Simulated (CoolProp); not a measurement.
Model: reference Helmholtz-energy equation of state, Lemmon 2006, in CoolProp. It is a short technical equation, of lower accuracy than the large ones.

Problem. For CH3F (R41), give the phase and the cp (kJ/(kg K)), cv (kJ/(kg K)), speed of sound (m/s) at 48.95 °C and 875 kPa; -52.75 °C and 1810 kPa.

Solution. 
- 48.95 °C and 875 kPa: gas; cp 1.26, cv 0.942, speed of sound 306
- -52.75 °C and 1810 kPa: liquid; cp 2.12, cv 1.23, speed of sound 949
